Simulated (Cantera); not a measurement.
A Cantera script and what it prints.

```python
import numpy as np
import cantera as ct

gas_names = """
    Fe H H2 H2S S SH S2 S8
""".split()
cond_names = """
    Fe(a) Fe(c) Fe(d) Fe(L) FeS(a) FeS(b) FeS(c) FeS(L) FeS2(s) S(cr1) S(cr2) S(L)
""".split()


def load(file, names, dense=False):
    # The tables refer to 1 bar. Condensed volumes are neglected.
    table = {s.name: s for s in ct.Species.list_from_file(file)}
    out = []
    for n in names:
        d = dict(table[n].input_data)
        d["thermo"] = dict(d["thermo"], **{"reference-pressure": 1e5})
        if dense:
            d["equation-of-state"] = {"model": "constant-volume", "density": "1e6 g/cm^3"}
        out.append(ct.Species.from_dict(d))
    return out


gas = ct.Solution(thermo="ideal-gas", species=load("nasa_gas.yaml", gas_names))
cond = {s.name: ct.Solution(thermo="fixed-stoichiometry", species=[s], name=s.name)
        for s in load("nasa_condensed.yaml", cond_names, dense=True)}
atoms = {
    'FeS2': {'Fe': 1, 'S': 2},
    'H2': {'H': 2},
}
top_T = {'FeS2(s)': 1010}  # K; cautious upper limits of use, not melting points


def equilibrate(T, P, feed):
    n = {}
    for name, mol in feed.items():
        for a, k in atoms[name].items():
            n[a] = n.get(a, 0.0) + k * mol
    gas.TPX = T, P, n
    mass = sum(n.values()) * gas.mean_molecular_weight
    gas.equilibrate("TP")
    valid = [c for c in cond.values() if c.min_temp <= T <= top_T.get(c.name, c.max_temp)]
    mix = ct.Mixture([(gas, mass / gas.mean_molecular_weight)] + [(c, 0.0) for c in valid])
    mix.T, mix.P = T, P
    mix.equilibrate("TP", solver="vcs", rtol=1e-11, max_steps=5000)
    return mix


results = []
feed = {'FeS2': 1, 'H2': 42}  # mol
P = 3700  # Pa
for T in [950, 1025, 1100, 1175, 1250, 1325, 1400, 1475, 1550]:
    mix = equilibrate(T, P, feed)
    results.append((T, P, feed, dict(zip(mix.species_names, mix.species_moles))))

top = {s: max(r[3][s] / sum(r[3][g] for g in gas_names) for r in results) for s in gas_names}
cols = sorted((s for s in top if top[s] > 1e-05), key=lambda s: -top[s])[:7]
seen = [c for c in cond_names if any(r[3].get(c, 0) > 1e-12 for r in results)]
print("log10 of partial pressures in bar; condensed amounts in mol")
print(f"{'T/K':>10s}" + "".join(f"{s[:9]:>10s}" for s in cols + seen))
for T, P, feed, n in results:
    ng = sum(n[g] for g in gas_names)
    print(f"{T:10.4g}" + "".join(f"{np.log10(max(n[s] / ng * P / 1e5, 1e-99)):10.3f}" for s in cols)
          + "".join(f"{n.get(c, 0):10.4g}" for c in seen))
```

It prints:

```
log10 of partial pressures in bar; condensed amounts in mol
       T/K        H2       H2S        S2        SH         H         S    FeS(c)    FeS(L)
       950    -1.442    -3.055    -7.985    -8.005    -9.976   -12.746         1         0
      1025    -1.442    -3.055    -7.263    -7.344    -9.082   -11.516         1         0
      1100    -1.442    -3.055    -6.637    -6.772    -8.309   -10.452         1         0
      1175    -1.442    -3.056    -6.092    -6.274    -7.633    -9.524         1         0
      1250    -1.442    -3.058    -5.614    -5.836    -7.037    -8.708         1         0
      1325    -1.442    -3.063    -5.196    -5.451    -6.507    -7.986         1         0
      1400    -1.442    -3.074    -4.835    -5.114    -6.034    -7.348         1         0
      1475    -1.442    -3.094    -4.531    -4.821    -5.608    -6.784         0    0.9999
      1550    -1.442    -3.126    -4.285    -4.571    -5.223    -6.289         0    0.9996
```

Equilibrium computed with Cantera from the NASA thermochemical tables; the gas is ideal and each condensed phase is pure. FeS: taken at fixed stoichiometry. Gases not in the tables: S3 to S7.
